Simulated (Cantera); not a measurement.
Input: 1 mol CuO, 0.42 mol H₂, 1.6 mol H₂O, held at 1602 °C and 22.0 Pa.

Equilibrium computed with Cantera from the NASA thermochemical tables; the gas is ideal and each condensed phase is pure. Candidate condensed phases: Cu, CuO, Cu(OH)₂, Cu₂O, H₂O; 12 gas species. Kinetics and transport are ignored.

Base state: H₂O 0.575, Cu 0.297, O₂ 0.0876, OH 0.0169, H₂ 0.0138, H 0.00519, O 0.00480, CuO 0.000158 (mole fractions); condensed: gas only.

Question: What changes in the equilibrium state with this change: temperature from 1602 °C to 352 °C?

Answer: 
```json
[
 {"species": "H₂O", "before": "0.575", "after": "1.00"},
 {"species": "O₂", "before": "0.0876", "after": "1.79e-9"},
 {"species": "Cu", "before": "0.297", "after": "<1e-9"},
 {"species": "OH", "before": "0.0169", "after": "<1e-9"},
 {"species": "H₂", "before": "0.0138", "after": "<1e-9"},
 {"species": "H", "before": "0.00519", "after": "<1e-9"},
 {"species": "O", "before": "0.00480", "after": "<1e-9"},
 {"species": "CuO(s), mol", "before": "0", "after": "0.160"},
 {"species": "Cu₂O(s), mol", "before": "0", "after": "0.420"}
]
```

Question: What changes in the equilibrium state with this change: temperature from 1602 °C to 1975 °C?

Answer: 
```csv
species,before,after
H₂O,0.575,0.278
Cu,0.297,0.237
H,0.00519,0.150
H₂,0.0138,0.0921
O,0.00480,0.0766
OH,0.0169,0.0680
O₂,0.0876,0.0971
Cu₂,4.07e-5,3.23e-6
CuO,0.000158,9.46e-5
```
